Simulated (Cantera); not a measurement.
A closed system holds: 1 mol SiH4, 27 mol N2O, 7 mol H2, held at 0.0100 bar.

Equilibrium computed with Cantera from the NASA thermochemical tables; the gas is ideal and each condensed phase is pure. Candidate condensed phases: H2O, Si, SiO2, Si2N2O, Si3N4; 35 gas species. The tables hold silica as quartz up to 1696 K and as liquid above; real silica turns to tridymite and cristobalite and melts near 1996 K. Rates play no part.

**Question.** Which condensed phases are stable at each of these points (T (K)): 623, 723, 823, 923, 1023, 1123, 1223?

**Answer.** 
```json
[
 {"T (K)": "623", "condensed phases": "SiO2(α-quartz)", "Si condensed (%)": "100.0"},
 {"T (K)": "723", "condensed phases": "SiO2(α-quartz)", "Si condensed (%)": "100.0"},
 {"T (K)": "823", "condensed phases": "SiO2(α-quartz)", "Si condensed (%)": "100.0"},
 {"T (K)": "923", "condensed phases": "SiO2(β-quartz)", "Si condensed (%)": "100.0"},
 {"T (K)": "1023", "condensed phases": "SiO2(β-quartz)", "Si condensed (%)": "100.0"},
 {"T (K)": "1123", "condensed phases": "SiO2(β-quartz)", "Si condensed (%)": "100.0"},
 {"T (K)": "1223", "condensed phases": "SiO2(β-quartz)", "Si condensed (%)": "100.0"}
]
```

From 623 K to 823 K the condensed part is SiO2(α-quartz). From 923 K to 1223 K the condensed part is SiO2(β-quartz).
